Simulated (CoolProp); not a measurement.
Aqueous potassium carbonate as a coolant, at 17 °C, 1 atm.

The numbers come from the Melinder's fits for secondary coolants in CoolProp.

| mass % | freezing point (°C) | cp (kJ/(kg K)) | density (kg/m³) | viscosity (mPa s) | conductivity (W/(m K)) |
|---|---|---|---|---|---|
| 2.8 | -0.9 | 4.013 | 1025 | 1.14 | 0.591 |
| 7.4 | -2.6 | 3.795 | 1067 | 1.27 | 0.586 |
| 11.9 | -4.4 | 3.615 | 1110 | 1.43 | 0.581 |
| 16.5 | -6.7 | 3.438 | 1156 | 1.63 | 0.577 |
| 21.1 | -9.6 | 3.263 | 1203 | 1.90 | 0.573 |
| 25.7 | -13.5 | 3.094 | 1252 | 2.26 | 0.569 |
| 30.3 | -19.0 | 2.945 | 1303 | 2.77 | 0.564 |
